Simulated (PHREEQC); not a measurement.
Make-up at 65 °C: 0.26 mol/kgw CuSO4 and 0.0016 mol/kgw HCl. Closed to the air; pH follows from the charge balance.

Model: ion-association model, phreeqc.dat, run in PHREEQC.

No solid was allowed to form.

Order these S species by the share of S that they hold, largest first: SO4-2, HSO4-, CuSO4.

CuSO4 (54 %), SO4-2 (45 %), HSO4- (0.60 %)

The pH is 3.71 and the ionic strength 0.473 mol/kgw. At this temperature some constants are extrapolated from 25 °C, and those without enthalpy data are left unchanged.
